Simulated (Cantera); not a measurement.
A freely propagating, adiabatic, planar premixed flame of CH4 : H2 : O2 : N2 = 1 : 0.081 : 1.7 : 6.39 (molar parts), unburnt at 575 K and 760 Torr; mixture-averaged transport, grid criteria slope 0.08 and curve 0.16, no radiation.

Cantera simulation using GRI-Mech 3.0 (53 species, 325 reactions); the numbers are that mechanism's predictions, not measurements. Burning velocities carry a grid error of a few per cent, more on coarse grids.

**Question.** What does this change do: CH4 1 to 1.3 parts?

**Answer.** 
```json
[
 {"quantity": "laminar burning velocity", "before": "116 cm/s", "after": "42.1 cm/s"},
 {"quantity": "thermal thickness", "before": "0.331 mm", "after": "0.762 mm"},
 {"quantity": "peak x(CH2O)", "before": "0.00118", "after": "0.001000"},
 {"quantity": "peak x(CH3)", "before": "0.00422", "after": "0.00332"}
]
```

**Question.** What does this change do: inlet temperature 575 to 425 K?

**Answer.** 
```csv
quantity,before,after
laminar burning velocity,116 cm/s,65.6 cm/s
thermal thickness,0.331 mm,0.384 mm
peak x(CH2O),0.00118,0.00108
peak x(CH3),0.00422,0.00346
```
